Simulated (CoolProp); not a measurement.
Saturation properties of m-xylene (Tc = 343.7 °C, pc = 35.35 bar, ω = 0.326).

Computed with CoolProp (reference Helmholtz-energy equation of state, Zhou 2012).

```
T (°C)  p (bar)  liquid density (kg/m³)  vapour density (kg/m³)  liquid cp (kJ/(kg K))  liquid viscosity (µPa s)
------  -------  ----------------------  ----------------------  ---------------------  ------------------------
39.65   0.02489                       ?                       ?                      ?                       495
46.85   0.03573                   840.9                  0.1431                      ?                       460
53.95   0.05012                       ?                  0.1966                  1.807                       429
61.15         ?                   828.3                  0.2667                  1.831                         ?
68.25   0.09417                   821.9                  0.3550                  1.856                       377
75.35    0.1259                   815.5                  0.4658                  1.881                       355
82.55    0.1666                   809.0                  0.6054                  1.907                       334
89.65    0.2169                       ?                  0.7745                  1.932                       315
96.85    0.2799                   795.8                  0.9830                  1.958                       298
```

Problem. What belongs in the gaps?

Solution. 
- 39.65, liquid density (kg/m³): 847.2
- 39.65, vapour density (kg/m³): 0.1019
- 39.65, liquid cp (kJ/(kg K)): 1.759
- 46.85, liquid cp (kJ/(kg K)): 1.783
- 53.95, liquid density (kg/m³): 834.6
- 61.15, p (bar): 0.06940
- 61.15, liquid viscosity (µPa s): 402
- 89.65, liquid density (kg/m³): 802.5

It boils at 139.1 °C under 1 atm.

Viscosity comes from a separate model (Cao 2016).
